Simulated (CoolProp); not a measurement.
Vapour-liquid equilibrium of benzene (1) + dimethyl carbonate (2) at 224.55 °C; x and y are mole fractions of (1).

Model: multi-fluid Helmholtz-energy mixture model, Thol 2012 and Zhou 2011; pair parameters Bell 2016, in CoolProp.

| x | bubble pressure (MPa) | y at the bubble point | dew pressure at overall composition x (MPa) | liquid density (mol/L) |
|---|---|---|---|---|
| 0.05 | 2.057 | 0.057 | 2.054 | 8.180 |
| 0.125 | 2.089 | 0.139 | 2.084 | 8.130 |
| 0.2 | 2.116 | 0.217 | 2.110 | 8.083 |
| 0.275 | 2.138 | 0.292 | 2.133 | 8.040 |
| 0.35 | 2.154 | 0.364 | 2.151 | 8.002 |
| 0.425 | 2.167 | 0.435 | 2.165 | 7.968 |
| 0.5 | 2.174 | 0.505 | 2.174 | 7.939 |
| 0.575 | 2.177 | 0.575 | 2.177 | 7.915 |
| 0.65 | 2.174 | 0.645 | 2.174 | 7.896 |
| 0.725 | 2.167 | 0.717 | 2.166 | 7.882 |
| 0.8 | 2.155 | 0.790 | 2.153 | 7.872 |
| 0.875 | 2.137 | 0.866 | 2.134 | 7.868 |
| 0.95 | 2.113 | 0.945 | 2.111 | 7.869 |

y crosses x between x = 0.575 and 0.65: the model has an azeotrope there.

Pair parameters are fitted to limited data, so mixtures are less certain than the pure fluids.
